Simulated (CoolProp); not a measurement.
Vapour-liquid equilibrium of acetone (1) + toluene (2) at 452.2 K; x and y are mole fractions of (1).

Values from CoolProp's multi-fluid Helmholtz-energy mixture model, Lemmon 2006 and Lemmon 2006; pair parameters Bell 2016.

```json
[
 {"x": "0.05", "bubble pressure (MPa)": "0.6007", "y at the bubble point": "0.175", "dew pressure at overall composition x (MPa)": "0.5314", "liquid density (mol/L)": "7.713"},
 {"x": "0.125", "bubble pressure (MPa)": "0.7289", "y at the bubble point": "0.347", "dew pressure at overall composition x (MPa)": "0.5711", "liquid density (mol/L)": "7.840"},
 {"x": "0.2", "bubble pressure (MPa)": "0.8466", "y at the bubble point": "0.464", "dew pressure at overall composition x (MPa)": "0.6168", "liquid density (mol/L)": "7.972"},
 {"x": "0.275", "bubble pressure (MPa)": "0.9566", "y at the bubble point": "0.551", "dew pressure at overall composition x (MPa)": "0.6697", "liquid density (mol/L)": "8.108"},
 {"x": "0.35", "bubble pressure (MPa)": "1.061", "y at the bubble point": "0.620", "dew pressure at overall composition x (MPa)": "0.7314", "liquid density (mol/L)": "8.249"},
 {"x": "0.425", "bubble pressure (MPa)": "1.162", "y at the bubble point": "0.678", "dew pressure at overall composition x (MPa)": "0.8040", "liquid density (mol/L)": "8.394"},
 {"x": "0.5", "bubble pressure (MPa)": "1.261", "y at the bubble point": "0.728", "dew pressure at overall composition x (MPa)": "0.8898", "liquid density (mol/L)": "8.545"},
 {"x": "0.575", "bubble pressure (MPa)": "1.359", "y at the bubble point": "0.774", "dew pressure at overall composition x (MPa)": "0.9917", "liquid density (mol/L)": "8.702"},
 {"x": "0.65", "bubble pressure (MPa)": "1.458", "y at the bubble point": "0.817", "dew pressure at overall composition x (MPa)": "1.112", "liquid density (mol/L)": "8.865"},
 {"x": "0.725", "bubble pressure (MPa)": "1.558", "y at the bubble point": "0.857", "dew pressure at overall composition x (MPa)": "1.254", "liquid density (mol/L)": "9.034"},
 {"x": "0.8", "bubble pressure (MPa)": "1.660", "y at the bubble point": "0.897", "dew pressure at overall composition x (MPa)": "1.418", "liquid density (mol/L)": "9.211"},
 {"x": "0.875", "bubble pressure (MPa)": "1.765", "y at the bubble point": "0.936", "dew pressure at overall composition x (MPa)": "1.603", "liquid density (mol/L)": "9.397"},
 {"x": "0.95", "bubble pressure (MPa)": "1.874", "y at the bubble point": "0.974", "dew pressure at overall composition x (MPa)": "1.806", "liquid density (mol/L)": "9.591"}
]
```

No azeotrope shows between x = 0.05 and 0.95.

The pair parameters rest on a limited set of measurements; away from them the model extrapolates.
